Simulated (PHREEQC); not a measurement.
Consider water at 25 °C and 50 atm with 6.1 mmol/kgw HCl, 130 mmol/kgw MnSO4 and 0.65 mmol/kgw MgSO4. Closed to the air; pH follows from the charge balance.

Equilibrium calculation in PHREEQC: ion-association model, phreeqc.dat.

No solid was allowed to form.

### Question
What pH does the model give?

### Answer
pH 2.76.

### Question
In which forms is S present?

### Answer
SO4-2 52 %, MnSO4 45 %, HSO4- 3.0 % of the S.

Under pressure, the constants of complexes without a molar volume in the database are unreliable.
